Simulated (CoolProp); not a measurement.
A simple Rankine cycle with R142b: condensing at 318.15 K, boiler at 1.44 MPa, turbine inlet 370.1 K, turbine efficiency 0.6, pump efficiency 0.7, no recuperator. Each further row changes one setting.

Values from CoolProp's reference Helmholtz-energy equation of state, Lemmon 2006. It is a short technical equation, of lower accuracy than the large ones.

```tsv
case	thermal efficiency (%)	net work (kJ/kg)	heat in (kJ/kg)	turbine exit temperature (K)	volume ratio over the turbine
as stated	5.3	11.8	225	343.1	…
turbine inlet 390.1 K	5.3	13.1	247	364.8	2.48
condensing temperature 310.15 K	6.3	14.9	235	337.6	3.15
boiler pressure 1.01 MPa	3.3	7.73	233	355.6	…
turbine efficiency 0.5	…	…	225	345.3	2.55
```

Problem. Complete the blanks.

Solution. 
- as stated, volume ratio over the turbine: 2.53
- boiler pressure 1.01 MPa, volume ratio over the turbine: 1.71
- turbine efficiency 0.5, thermal efficiency (%): 4.3
- turbine efficiency 0.5, net work (kJ/kg): 9.65
